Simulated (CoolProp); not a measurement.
R21 along the isobar 0.614 MPa: fugacity coefficient from the reference equation and from simpler models built on Tc = 452.7 K, pc = 5.289 MPa, ω = 0.206; each cubic takes its own stable root.

Values from CoolProp's reference Helmholtz-energy equation of state, Platzer 1990. This equation is an older, rougher fit; its heat capacities, sound speeds and derivatives of the liquid may be far off and weren't checked against measurements.

```
T (K)   phase  reference
-----  ------  ---------
309    liquid     0.4005
329.5  liquid     0.7020
350       gas     0.9035
370.5     gas     0.9211
391       gas     0.9348
411.5     gas     0.9455
432       gas     0.9541
452.5     gas     0.9611
473       gas     0.9668
```

Q: How far does each simpler model (Redlich-Kwong, Soave-Redlich-Kwong, Peng-Robinson) lie from the reference over these 9 states: mean and median of the absolute difference, and the worst?

A: 
- Redlich-Kwong: mean 8.3 %, median 0.6 %, worst +42.1 % at 309 K and 0.614 MPa
- Soave-Redlich-Kwong: mean 0.5 %, median 0.3 %, worst +1.2 % at 329.5 K and 0.614 MPa
- Peng-Robinson: mean 0.3 %, median 0.3 %, worst +0.6 % at 350 K and 0.614 MPa

At some of these states Redlich-Kwong gives the other phase, because its saturation line lies elsewhere.
